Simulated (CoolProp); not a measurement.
Vapour-liquid equilibrium of diethyl ether (1) + benzene (2) at 89.45 °C; x and y are mole fractions of (1).

Computed with CoolProp (multi-fluid Helmholtz-energy mixture model, Thol 2014 and Thol 2012; pair parameters Bell 2016).

| x | bubble pressure (kPa) | y at the bubble point | dew pressure at overall composition x (kPa) | liquid density (mol/L) |
|---|---|---|---|---|
| 0.05 | 152.0 | 0.157 | 139.3 | 10.19 |
| 0.2 | 205.8 | 0.464 | 157.9 | 9.925 |
| 0.35 | 259.9 | 0.647 | 182.0 | 9.659 |
| 0.5 | 315.0 | 0.770 | 214.7 | 9.390 |
| 0.65 | 371.4 | 0.860 | 261.2 | 9.115 |
| 0.8 | 429.5 | 0.929 | 332.0 | 8.831 |
| 0.95 | 489.5 | 0.984 | 451.1 | 8.534 |

No azeotrope shows between x = 0.05 and 0.95.

The pair parameters rest on a limited set of measurements; away from them the model extrapolates.
